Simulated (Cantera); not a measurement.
A jet of 2.58 % CH₄, 18.9 % O₂, 78.5 % N₂, equivalence ratio 0.27 at 300 K and 0.310 bar hits a platinum plate 2.7 cm away at a mass flux of 0.029 kg/m²/s; the plate temperature is set and raised in steps from an oxygen-covered start.

Computed with Cantera and Deutschmann's 1995 Pt surface mechanism with GRI-Mech 3.0 gas chemistry. Catalytic surfaces can have several steady states; this one follows from the mechanism file's or the stated starting coverage.

x: mole fraction at the wall; θ: surface coverage.

```tsv
plate T (K)	wall x CH₄	wall x O₂	wall x H₂O	wall x OH	wall x CO	wall x CO₂	θ free Pt	θ O*	θ OH*
900	0.0160	0.168	0.0184	2.04e-8	4.87e-6	0.0120	0.126	0.872	0.00166
950	0.0111	0.157	0.0276	6.25e-8	4.62e-6	0.0181	0.180	0.818	0.00192
1000	0.00744	0.150	0.0342	1.71e-7	(withheld)	0.0224	0.238	0.760	0.00198
1050	0.00513	0.145	0.0383	4.14e-7	(withheld)	0.0252	0.299	0.699	0.00190
1100	0.00334	0.142	0.0412	9.69e-7	(withheld)	0.0268	0.360	0.638	0.00177
```

Q: Complete the blanks.

A: 
- 1000, wall x CO: 4.16e-6
- 1050, wall x CO: 3.75e-6
- 1100, wall x CO: 5.40e-6
